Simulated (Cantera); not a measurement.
A closed system holds: 1 mol MgO, 1.6 mol Br2, held at 1 atm.

Cantera equilibrium calculation (NASA polynomials, part measured and part estimated; ideal gas, pure solids and liquids). Candidate condensed phases: Br2, Mg, MgBr2, MgO; 10 gas species. Rates play no part.

x: gas mole fraction; n: condensed amount in mol.

```json
[
 {"T (°C)": "477", "x Br2": "1.000", "x Br": "0.000113", "x MgBr2": "1.61e-8", "x O2": "8.04e-9", "x O": "<1e-12", "n MgO(s)": "1.00"},
 {"T (°C)": "577", "x Br2": "0.999", "x Br": "0.000714", "x MgBr2": "4.47e-7", "x O2": "2.24e-7", "x O": "<1e-12", "n MgO(s)": "1.000"},
 {"T (°C)": "677", "x Br2": "0.997", "x Br": "?", "x MgBr2": "?", "x O2": "?", "x O": "<1e-12", "n MgO(s)": "1.000"},
 {"T (°C)": "777", "x Br2": "0.990", "x Br": "0.00994", "x MgBr2": "5.02e-5", "x O2": "2.51e-5", "x O": "3.33e-12", "n MgO(s)": "1.000"},
 {"T (°C)": "877", "x Br2": "0.973", "x Br": "?", "x MgBr2": "?", "x O2": "?", "x O": "?", "n MgO(s)": "1.000"},
 {"T (°C)": "977", "x Br2": "0.939", "x Br": "0.0588", "x MgBr2": "0.00118", "x O2": "0.000588", "x O": "1.67e-9", "n MgO(s)": "0.998"},
 {"T (°C)": "1077", "x Br2": "0.879", "x Br": "0.115", "x MgBr2": "0.00386", "x O2": "0.00193", "x O": "1.84e-8", "n MgO(s)": "0.993"}
]
```

### Question
Complete the blanks.

### Answer

- 677, x Br: 0.00306
- 677, x MgBr2: 6.11e-6
- 677, x O2: 3.05e-6
- 877, x Br: 0.0262
- 877, x MgBr2: 0.000282
- 877, x O2: 0.000141
- 877, x O: 9.80e-11
